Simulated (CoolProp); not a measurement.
Chlorine along the isotherm 161.75 °C: Z from the reference equation and from simpler models built on Tc = 143.7 °C, pc = 76.42 bar, ω = 0.070; each cubic takes its own stable root.

The numbers come from the reference Helmholtz-energy equation of state, Thol 2021 in CoolProp.

```tsv
p (bar)	phase	reference
22.2	gas	0.9143
44.4	gas	0.8144
66.7	gas	0.6860
88.9	supercritical	0.4752
111	supercritical	0.2752
133	supercritical	0.2947
156	supercritical	0.3264
178	supercritical	0.3589
200	supercritical	0.3920
```

Q: How far does each simpler model (van der Waals, Redlich-Kwong, Soave-Redlich-Kwong) lie from the reference over these 9 states: mean and median of the absolute difference, and the worst?

A: 
- van der Waals: mean 20.7 %, median 33.5 %, worst +36.1 % at 161.75 °C and 133 bar
- Redlich-Kwong: mean 10.1 %, median 12.7 %, worst +22.5 % at 161.75 °C and 111 bar
- Soave-Redlich-Kwong: mean 10.5 %, median 13.2 %, worst +24.6 % at 161.75 °C and 111 bar
